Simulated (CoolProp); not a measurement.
Vapour pressure (MPa) of R115: the reference equation beside estimates from Tc = 353.1 K, pc = 3.129 MPa, ω = 0.248. Clausius-Clapeyron is anchored at 212.5 K with a constant enthalpy of vaporisation of 20.55 kJ/mol.

Values from CoolProp's reference Helmholtz-energy equation of state, Lemmon 2016.

```csv
T (K),reference,Lee-Kesler,Clausius-Clapeyron,van der Waals,Redlich-Kwong,Soave-Redlich-Kwong,Peng-Robinson
188.4,0.007334,0.007047,0.007834,0.1333,0.01665,0.007191,0.007583
196.4,0.01292,0.01249,0.01337,0.1730,0.02759,0.01269,0.01321
204.5,0.02173,0.02114,0.02201,0.2210,0.04376,0.02139,0.02204
212.5,0.03470,0.03398,0.03470,0.2766,0.06613,0.03425,0.03498
220.5,0.05326,0.05246,0.05292,0.3411,0.09632,0.05271,0.05344
228.5,0.07895,0.07819,0.07836,0.4150,0.1359,0.07836,0.07895
236.6,0.1140,0.1134,0.1135,0.5000,0.1871,0.1135,0.1137
244.6,0.1594,0.1592,0.1597,0.5946,0.2503,0.1592,0.1588
252.6,0.2176,0.2180,0.2200,0.7001,0.3278,0.2179,0.2167
260.6,0.2907,0.2919,0.2971,0.8172,0.4211,0.2920,0.2895
268.6,0.3810,0.3832,0.3940,0.9462,0.5317,0.3838,0.3798
276.7,0.4923,0.4957,0.5159,1.089,0.6631,0.4973,0.4914
284.7,0.6245,0.6291,0.6631,1.244,0.8134,0.6325,0.6244
292.7,0.7813,0.7871,0.8407,1.411,0.9856,0.7932,0.7828
```

Absolute difference from the reference over all 14 rows, mean and median: Lee-Kesler 1.3 and 0.7 %, Clausius-Clapeyron 2.8 and 1.7 %, van der Waals 500.0 and 305.8 %, Redlich-Kwong 66.6 and 60.6 %, Soave-Redlich-Kwong 1.0 and 1.0 %, Peng-Robinson 0.7 and 0.4 %.
